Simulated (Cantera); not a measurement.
Input: 1 mol V, 0.39 mol H2O, a varied amount of N2, held at 898.15 K and 0.840 bar.

Equilibrium computed with Cantera from the NASA thermochemical tables; the gas is ideal and each condensed phase is pure. Candidate condensed phases: H2O, V, VN, VO, V2O3, V2O4, V2O5; 28 gas species. VN: taken at fixed stoichiometry. Condensed phases not in the tables: the oxides between V2O3 and V2O5 other than VO2, V2N. Rates play no part.

Question: At 13 mol N2, list the 3 most abundant gas species with their mole fractions, and the condensed phases.

Answer: N2 0.970, H2 0.0298, H2O 0.000184. Condensed: VN(s) + V2O3(s).
